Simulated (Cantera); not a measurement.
Charge: 1 mol Cu, 0.15 mol CO, 19 mol H2, held at 1225 K and 0.330 bar.

Method: chemical equilibrium by Gibbs-energy minimisation in Cantera with the NASA 1993 tables (ideal gas, pure condensed phases). Candidate condensed phases: C, C6H6, C7H8, C8H18, Cu, CuO, Cu(OH)2, Cu2O, H2O; 113 gas species. Kinetics and transport are ignored.

Base state: H2 0.992, CO 0.00739, CH4 0.000451, H2O 0.000449 (mole fractions); condensed: Cu(s).

### Question
What changes in the equilibrium state with this change: CO from 0.15 to 6.9 mol?

### Answer
```
species       before     after
----------  --------  --------
H2             0.992     0.731
CO           0.00739     0.265
CH4         0.000451   0.00191
CO2          2.28e-6  0.000378
H2O         0.000449   0.00153
Cu(s), mol     1.000     1.000
```
